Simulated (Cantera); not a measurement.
Si3N4 + H2 + N2 + F2 (nitride etching)

Feed: 1 mol Si3N4, 61 mol H2, 70 mol N2, 17 mol F2, equilibrated at 0.0110 bar.

Method: chemical equilibrium by Gibbs-energy minimisation in Cantera with the NASA 1993 tables (ideal gas, pure condensed phases). Candidate condensed phases: Si, Si3N4; 37 gas species. The tables' values for SiF3, SiF2 are old estimates; treat these amounts as uncertain. Rates play no part.

| T (K) | x N2 | x H2 | x HF | x SiF4 | x SiF3 | x H | x SiF2 |
|---|---|---|---|---|---|---|---|
| 1425 | 0.490 | 0.340 | 0.150 | 0.0203 | 8.50e-5 | 3.79e-5 | 2.32e-7 |
| 1475 | 0.490 | 0.340 | 0.150 | 0.0202 | 0.000173 | 7.21e-5 | 8.78e-7 |
| 1525 | 0.490 | 0.340 | 0.150 | 0.0200 | 0.000333 | 0.000131 | 3.02e-6 |
| 1575 | 0.490 | 0.340 | 0.150 | 0.0197 | 0.000611 | 0.000231 | 9.49e-6 |
| 1625 | 0.489 | 0.339 | 0.151 | 0.0193 | 0.00106 | 0.000392 | 2.73e-5 |
| 1675 | 0.489 | 0.338 | 0.151 | 0.0185 | 0.00176 | 0.000644 | 7.23e-5 |
| 1725 | 0.489 | 0.337 | 0.153 | 0.0174 | 0.00274 | 0.00103 | 0.000175 |
x: gas mole fraction; nothing condenses.

From 1425 K to 1725 K nothing is condensed. The main Si-bearing gas is SiF4 throughout.
